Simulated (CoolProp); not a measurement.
CH2F2 (R32) at several states: density (kg/m³) from the reference equation and from simpler models built on Tc = 351.3 K, pc = 5.783 MPa, ω = 0.277; each cubic takes its own stable root.

Model: reference Helmholtz-energy equation of state, Tillner-Roth 1997, in CoolProp.

```json
[
 {"T (K)": "263.3", "p (MPa)": "1.77", "phase": "liquid", "reference": "1092", "van der Waals": "562.1", "Redlich-Kwong": "809.2", "Soave-Redlich-Kwong": "848.8", "Peng-Robinson": "961.7"},
 {"T (K)": "178.9", "p (MPa)": "0.273", "phase": "liquid", "reference": "1325", "van der Waals": "672.0", "Redlich-Kwong": "997.2", "Soave-Redlich-Kwong": "1021", "Peng-Robinson": "1149"},
 {"T (K)": "409.2", "p (MPa)": "0.532", "phase": "gas", "reference": "8.307", "van der Waals": "8.292", "Redlich-Kwong": "8.302", "Soave-Redlich-Kwong": "8.286", "Peng-Robinson": "8.311"},
 {"T (K)": "284.9", "p (MPa)": "1.4", "phase": "liquid", "reference": "1014", "van der Waals": "35.52", "Redlich-Kwong": "37.15", "Soave-Redlich-Kwong": "778.7", "Peng-Robinson": "883.8"}
]
```

At some of these states van der Waals, Redlich-Kwong gives the other phase, because its saturation line lies elsewhere.
